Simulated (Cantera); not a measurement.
Input: 1 mol CF4, 0.05 mol F2, held at 1902 °C and 13.3 mbar.

Cantera equilibrium calculation (NASA polynomials, part measured and part estimated; ideal gas, pure solids and liquids). Candidate condensed phases: C; 13 gas species. Gases not in the tables: C2F6 and larger saturated fluorocarbons. The numbers say what is thermodynamically allowed, not how fast it happens.

Base state: CF4 0.674, F 0.239, CF2 0.0766, CF3 0.00953, CF 0.000160 (mole fractions); condensed: gas only.

Task: What changes in the equilibrium state with this change: F2 from 0.05 to 0.52 mol?

Result: 
```tsv
species	before	after
F	0.239	0.522
CF4	0.674	0.464
CF2	0.0766	0.0111
CF	0.000160	1.06e-5
CF3	0.00953	0.00300
```
